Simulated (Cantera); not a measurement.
Charge: 1 mol TEOS, 9.1 mol O₃, at 100 Torr.

Cantera equilibrium calculation (NASA polynomials, part measured and part estimated; ideal gas, pure solids and liquids). Candidate condensed phases: C, C₆H₆, C₇H₈, C₈H₁₈, H₂O, Si, SiC, SiO₂; 123 gas species. The feed counts by its element totals alone. The tables hold silica as quartz up to 1696 K and as liquid above; real silica turns to tridymite and cristobalite and melts near 1996 K. Gases not in the tables: Si(OH)₄. The numbers say what is thermodynamically allowed, not how fast it happens.

x: gas mole fraction; n: condensed amount in mol.

| T (K) | x H₂O | x CO₂ | x O₂ | x CO | x OH | x H₂ | x O | n SiO₂(β-quartz) | n SiO₂(condensed) | n SiO₂(l) |
|---|---|---|---|---|---|---|---|---|---|---|
| 898 | 0.509 | 0.407 | 0.0840 | 4.92e-12 | 3.71e-8 | 1.43e-11 | 3.96e-12 | 1.00 | 0 | 0 |
| 998 | 0.509 | 0.407 | 0.0840 | 2.19e-10 | 3.28e-7 | 3.96e-10 | 1.17e-10 | 1.00 | 0 | 0 |
| 1098 | 0.509 | 0.407 | 0.0840 | 4.86e-9 | 1.95e-6 | 6.03e-9 | 1.88e-9 | 1.00 | 0 | 0 |
| 1198 | 0.509 | 0.407 | 0.0840 | 6.40e-8 | 8.65e-6 | 5.86e-8 | 1.91e-8 | 1.00 | 0 | 0 |
| 1298 | 0.509 | 0.407 | 0.0840 | … | … | … | … | 1.00 | 0 | 0 |
| 1398 | 0.509 | 0.407 | 0.0839 | 3.65e-6 | 8.96e-5 | 2.11e-6 | 7.28e-7 | 1.00 | 0 | 0 |
| 1498 | 0.509 | 0.407 | 0.0839 | 1.83e-5 | 0.000228 | 8.86e-6 | 3.13e-6 | 1.00 | 0 | 0 |
| 1598 | 0.509 | 0.407 | 0.0839 | … | … | … | … | 1.00 | 0 | 0 |
| 1698 | 0.508 | 0.407 | 0.0838 | 0.000258 | 0.00106 | 9.46e-5 | 3.47e-5 | 0 | 1.00 | 0 |
| 1798 | 0.507 | 0.406 | 0.0838 | 0.000774 | 0.00202 | 0.000254 | 9.47e-5 | 0 | 1.000 | 0 |
| 1898 | 0.505 | 0.404 | 0.0841 | 0.00205 | 0.00358 | 0.000611 | 0.000233 | 0 | 1.000 | 0 |
| 1998 | 0.502 | 0.400 | 0.0849 | 0.00489 | 0.00599 | 0.00134 | 0.000526 | 0 | 0 | 1.000 |
| 2098 | 0.496 | 0.393 | 0.0869 | 0.0105 | 0.00956 | 0.00269 | 0.00111 | 0 | 0 | 1.000 |

**Question.** Complete the blanks.

**Answer.** 
- 1298, x CO: 5.66e-7
- 1298, x OH: 3.04e-5
- 1298, x H₂: 4.03e-7
- 1298, x O: 1.35e-7
- 1598, x CO: 7.47e-5
- 1598, x OH: 0.000517
- 1598, x H₂: 3.12e-5
- 1598, x O: 1.12e-5
